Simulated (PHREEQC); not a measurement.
Solution A (0.0025 mol/kgw Cu(BF4)2, 0.048 mol/kgw HNO3 and 0.0049 mol/kgw H3BO3) is mixed with solution B (0.0013 mol/kgw KOH, 0.00011 mol/kgw Al(NO3)3 and 1.6e-05 mol/kgw CO2) at 25 °C; shares are by mass of water, 1 kg in all. Oxygen is held at 0.21 atm. CO2 from the air is kept out. Only these solids could form: Boehmite, Cu(OH)2, Malachite, Cu2(OH)3NO3, CuF2:2H2O.

The series has 11 steps of share of solution B, from 0 to 1.

The numbers come from PHREEQC with the ion-association model, wateq4f.dat.

Problem. Between which two steps does the pH jump most, and from what to what?

Solution. Between share of solution B = 0.9 and 1: from 2.46 to 10.90.

Real BF4- forms and hydrolyses slowly; the run takes it at equilibrium. Fluoro complexes past AlF4- and FeF3 are missing from the database.
